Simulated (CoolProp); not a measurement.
Properties of R1224YDZ along the isotherm 473.1 K (Tc = 428.7 K, pc = 33.34 bar, ω = 0.325).

The numbers come from the reference Helmholtz-energy equation of state, Akasaka 2023 in CoolProp.

```csv
p (bar),phase,Z,cv (kJ/(kg K)),Joule-Thomson coefficient (K/MPa),isothermal compressibility (1/MPa),fugacity coefficient
11.1,gas,0.9150,0.9707,7.506,0.9884,0.9201
22.2,gas,0.8219,0.9883,8.343,0.5574,0.8435
33.3,gas,0.7194,1.013,9.196,0.4352,0.7699
44.5,supercritical,0.6039,1.047,9.819,0.4079,0.6988
55.6,supercritical,0.4717,1.078,9.240,0.4274,0.6309
66.7,supercritical,0.4029,1.062,4.862,0.1831,0.5685
77.8,supercritical,0.4088,1.044,2.782,0.08754,0.5186
88.9,supercritical,0.4328,1.034,1.875,0.05481,0.4800
100,supercritical,0.4624,1.027,1.378,0.03937,0.4498
111,supercritical,0.4941,1.023,1.065,0.03065,0.4259
122,supercritical,0.5268,1.020,0.8477,0.02505,0.4066
133,supercritical,0.5599,1.017,0.6873,0.02116,0.3909
144,supercritical,0.5933,1.016,0.5635,0.01831,0.3780
156,supercritical,0.6297,1.014,0.4568,0.01596,0.3664
167,supercritical,0.6630,1.013,0.3775,0.01427,0.3577
```
